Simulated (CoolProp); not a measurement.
Properties of propylene along the isotherm 299.7 K.

Values from CoolProp's reference Helmholtz-energy equation of state, Lemmon 2013.

```json
[
 {"p (kPa)": "175", "phase": "gas", "density (kg/m³)": "3.030", "cv (kJ/(kg K))": "1.352", "Joule-Thomson coefficient (K/MPa)": "17.07", "isothermal compressibility (1/MPa)": "5.862", "expansivity (1/kK)": "3.608", "viscosity (µPa s)": "8.60"},
 {"p (kPa)": "350", "phase": "gas", "density (kg/m³)": "6.225", "cv (kJ/(kg K))": "1.368", "Joule-Thomson coefficient (K/MPa)": "17.60", "isothermal compressibility (1/MPa)": "3.017", "expansivity (1/kK)": "3.927", "viscosity (µPa s)": "8.61"},
 {"p (kPa)": "526", "phase": "gas", "density (kg/m³)": "9.633", "cv (kJ/(kg K))": "1.384", "Joule-Thomson coefficient (K/MPa)": "18.20", "isothermal compressibility (1/MPa)": "2.074", "expansivity (1/kK)": "4.309", "viscosity (µPa s)": "8.64"},
 {"p (kPa)": "701", "phase": "gas", "density (kg/m³)": "13.25", "cv (kJ/(kg K))": "1.403", "Joule-Thomson coefficient (K/MPa)": "18.88", "isothermal compressibility (1/MPa)": "1.617", "expansivity (1/kK)": "4.774", "viscosity (µPa s)": "8.69"},
 {"p (kPa)": "876", "phase": "gas", "density (kg/m³)": "17.15", "cv (kJ/(kg K))": "1.425", "Joule-Thomson coefficient (K/MPa)": "19.67", "isothermal compressibility (1/MPa)": "1.353", "expansivity (1/kK)": "5.358", "viscosity (µPa s)": "8.76"},
 {"p (kPa)": "1050", "phase": "gas", "density (kg/m³)": "21.38", "cv (kJ/(kg K))": "1.450", "Joule-Thomson coefficient (K/MPa)": "20.61", "isothermal compressibility (1/MPa)": "1.192", "expansivity (1/kK)": "6.114", "viscosity (µPa s)": "8.87"},
 {"p (kPa)": "1230", "phase": "liquid", "density (kg/m³)": "503.7", "cv (kJ/(kg K))": "1.552", "Joule-Thomson coefficient (K/MPa)": "0.07700", "isothermal compressibility (1/MPa)": "0.007117", "expansivity (1/kK)": "3.684", "viscosity (µPa s)": "93.7"},
 {"p (kPa)": "1400", "phase": "liquid", "density (kg/m³)": "504.3", "cv (kJ/(kg K))": "1.551", "Joule-Thomson coefficient (K/MPa)": "0.06972", "isothermal compressibility (1/MPa)": "0.007022", "expansivity (1/kK)": "3.651", "viscosity (µPa s)": "94.0"},
 {"p (kPa)": "1580", "phase": "liquid", "density (kg/m³)": "504.9", "cv (kJ/(kg K))": "1.551", "Joule-Thomson coefficient (K/MPa)": "0.06221", "isothermal compressibility (1/MPa)": "0.006924", "expansivity (1/kK)": "3.617", "viscosity (µPa s)": "94.4"},
 {"p (kPa)": "1750", "phase": "liquid", "density (kg/m³)": "505.5", "cv (kJ/(kg K))": "1.551", "Joule-Thomson coefficient (K/MPa)": "0.05529", "isothermal compressibility (1/MPa)": "0.006834", "expansivity (1/kK)": "3.585", "viscosity (µPa s)": "94.7"},
 {"p (kPa)": "1930", "phase": "liquid", "density (kg/m³)": "506.1", "cv (kJ/(kg K))": "1.551", "Joule-Thomson coefficient (K/MPa)": "0.04815", "isothermal compressibility (1/MPa)": "0.006742", "expansivity (1/kK)": "3.553", "viscosity (µPa s)": "95.0"},
 {"p (kPa)": "2100", "phase": "liquid", "density (kg/m³)": "506.7", "cv (kJ/(kg K))": "1.551", "Joule-Thomson coefficient (K/MPa)": "0.04158", "isothermal compressibility (1/MPa)": "0.006657", "expansivity (1/kK)": "3.523", "viscosity (µPa s)": "95.3"},
 {"p (kPa)": "2280", "phase": "liquid", "density (kg/m³)": "507.3", "cv (kJ/(kg K))": "1.551", "Joule-Thomson coefficient (K/MPa)": "0.03478", "isothermal compressibility (1/MPa)": "0.006570", "expansivity (1/kK)": "3.493", "viscosity (µPa s)": "95.6"}
]
```

Viscosity comes from a separate model (Huber 2003), an estimate that may be off by 10 % or more.
